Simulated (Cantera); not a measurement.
Thermodynamics of halide evaporation, hydrolysis and transport, feed FeCl2 + H2 + N2

Input: 1 mol FeCl2, 2.9 mol H2, 0.16 mol N2, equilibrated at 0.140 bar.

These are equilibrium values from Cantera (NASA tables, ideal gas, pure condensed phases), not measurements of a reactor. Candidate condensed phases: Fe, FeCl2, FeCl3, NH4Cl; 18 gas species. Kinetics and transport are ignored.

```csv
T (K),x H2,x HCl,x FeCl2,x N2,x Fe,n Fe(α),n Fe(γ),n Fe(δ),n Fe(l)
950,0.523,0.392,0.0396,0.0396,<1e-12,0.790,0,0,0
1100,0.536,0.359,0.0645,0.0395,9.01e-12,0.727,0,0,0
1250,0.552,0.325,0.0829,0.0394,1.77e-9,0,0.660,0,0
1400,0.565,0.298,0.0971,0.0394,1.09e-7,0,0.605,0,0
1550,0.576,0.276,0.108,0.0394,2.99e-6,0,0.560,0,0
1700,0.585,0.259,0.117,0.0394,4.49e-5,0,0,0.525,0
1850,0.590,0.247,0.122,0.0394,0.000418,0,0,0,0.500
2000,0.589,0.240,0.124,0.0392,0.00260,0,0,0,0.482
2150,0.581,0.233,0.124,0.0387,0.0124,0,0,0,0.435
```
x: gas mole fraction; n: condensed amount in mol.

From 950 K to 1100 K the condensed part is Fe(α). From 1250 K to 1550 K the condensed part is Fe(γ). At 1700 K the condensed part is Fe(δ). From 1850 K to 2150 K the condensed part is Fe(l). The main Fe-bearing gas is FeCl2 throughout. The share of Fe in condensed phases is highest at 950 K (79.0 %) and lowest at 2150 K (43.5 %).
